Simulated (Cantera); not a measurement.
Input: 1 mol Si3N4, 0.47 mol CO2, 9.2 mol H2, at 1000 Pa.

Equilibrium computed with Cantera from the NASA thermochemical tables; the gas is ideal and each condensed phase is pure. Candidate condensed phases: C, C6H6, C7H8, C8H18, H2O, Si, SiC, SiO2, Si2N2O, Si3N4; 151 gas species. Mutual solubility and eutectic melting of coexisting phases are not modelled. Kinetics and transport are ignored. All values below are at 1098 K.

Base state: H2 0.967, N2 0.0329, CH4 0.000342 (mole fractions); condensed: C(graphite) + Si2N2O(s) + Si3N4(s).

Problem. What changes in the equilibrium state with this change: CO2 from 0.47 to 0.031 mol?

Solution. 
| species | before | after |
|---|---|---|
| H2 | 0.967 | 0.996 |
| N2 | 0.0329 | 0.00358 |
| CH4 | 0.000342 | 0.000363 |
| C(graphite), mol | 0.467 | 0.00907 |
| Si2N2O(s), mol | 0.940 | 0.0620 |
| Si3N4(s), mol | 0.373 | 0.952 |
| SiC(s), mol | 0 | 0.0186 |
